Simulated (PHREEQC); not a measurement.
Model water analysis in mg/L, 25 °C, pH 4.14, pe 8: Na 1.11; K 167; Ca 46.6; Mg 0.236; Cl 31.1; S(6) as SO4 289; Sr 0.524; Zn 0.84; F 2.09; Cu(2) 0.968.

Valence states are taken as typed.

Computed with PHREEQC (ion-association model, wateq4f.dat).

```
quantity                     before     after
-------------------------  --------  --------
ionic strength (mol/kgw)     0.0100    0.0122
SO4-2 (mol/kgw)             0.00271   0.00267
Ca+2 (mol/kgw)             0.000937  0.000951
CaSO4 (mol/kgw)            0.000226  0.000211
F- (mol/kgw)                9.97e-5   9.98e-5
KSO4- (mol/kgw)             5.32e-5  0.000102
SI of Fluorite (CaF2)         -0.70     -0.71
SI of Gypsum (CaSO4:2H2O)     -1.36     -1.39
```

Problem. What was changed between the two runs?
A) K from 167 to 334 mg/L
B) all concentrations times 4 at the same typed pH
C) temperature from 25 to 5 °C at the same typed pH

Solution. A, K from 167 to 334 mg/L

This is a speciation only: nothing precipitates in the calculation.
